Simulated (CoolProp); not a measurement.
A single-stage vapour-compression cycle with cyclopentane: evaporating at 296.15 K (dew point), condensing at 352.15 K (bubble point), superheat 10 K, subcooling 5 K, compressor efficiency 0.85, no pressure losses. Each further row changes one setting.

Model: reference Helmholtz-energy equation of state, Gedanitz 2015, in CoolProp.

| case | cooling COP | pressure ratio | discharge temperature (K) | refrigerating effect (kJ/kg) | volumetric capacity (kJ/m³) |
|---|---|---|---|---|---|
| as stated | 3.89 | 6.27 | 370.1 | 322 | 352 |
| evaporating temperature 301.15 K | 4.42 | 5.16 | 368.4 | 327 | 430 |
| condensing temperature 347.15 K | 4.35 | 5.47 | 365.3 | 332 | 363 |
| subcooling 10 K | 4.01 | 6.27 | 370.1 | 332 | 363 |
| superheat 20 K | 3.91 | 6.27 | 379.6 | 334 | 354 |
| compressor efficiency 0.75 | 3.43 | 6.27 | 377.0 | 322 | 352 |
